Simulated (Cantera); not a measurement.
A closed system holds: 1 mol NaOH, 1.8 mol H₂O, at 1000 °C and 0.000380 bar.

Method: chemical equilibrium by Gibbs-energy minimisation in Cantera with the NASA 1993 tables (ideal gas, pure condensed phases). Candidate condensed phases: H₂O, Na, NaOH, NaO₂, Na₂O, Na₂O₂; 16 gas species. Kinetics and transport are ignored.

Base state: H₂O 0.644, NaOH 0.305, Na 0.0411, O₂ 0.0102, Na₂(OH)₂ 0.000121, OH 6.53e-5, NaO 2.92e-5, H₂ 1.74e-5 (mole fractions); condensed: gas only.

Task: What changes in the equilibrium state with this change: pressure from 0.000380 bar to 0.000200 bar?

Result: 
| species | before | after |
|---|---|---|
| H₂O | 0.644 | 0.644 |
| NaOH | 0.305 | 0.285 |
| Na | 0.0411 | 0.0571 |
| O₂ | 0.0102 | 0.0143 |
| Na₂(OH)₂ | 0.000121 | 5.54e-5 |
| OH | 6.53e-5 | 8.32e-5 |
| NaO | 2.92e-5 | 3.48e-5 |
| H₂ | 1.74e-5 | 2.03e-5 |

Task: What changes in the equilibrium state with this change: pressure from 0.000380 bar to 2.20 bar?

Result: 
```tsv
species	before	after
H₂O	0.644	0.997
NaOH	0.305	0.00261
Na₂(OH)₂	0.000121	5.11e-5
Na	0.0411	2.63e-6
O₂	0.0102	7.04e-6
NaO	2.92e-5	3.73e-9
OH	6.53e-5	1.51e-6
H₂	1.74e-5	1.35e-5
NaOH(l), mol	0	0.995
```

Task: What changes in the equilibrium state with this change: H₂O from 1.8 to 0.06 mol?

Result: 
```json
[
 {"species": "NaOH", "before": "0.305", "after": "0.685"},
 {"species": "Na", "before": "0.0411", "after": "0.151"},
 {"species": "H₂O", "before": "0.644", "after": "0.126"},
 {"species": "O₂", "before": "0.0102", "after": "0.0376"},
 {"species": "Na₂O", "before": "7.85e-7", "after": "2.03e-5"},
 {"species": "H₂", "before": "1.74e-5", "after": "1.77e-6"},
 {"species": "NaO", "before": "2.92e-5", "after": "0.000206"},
 {"species": "Na₂(OH)₂", "before": "0.000121", "after": "0.000609"}
]
```
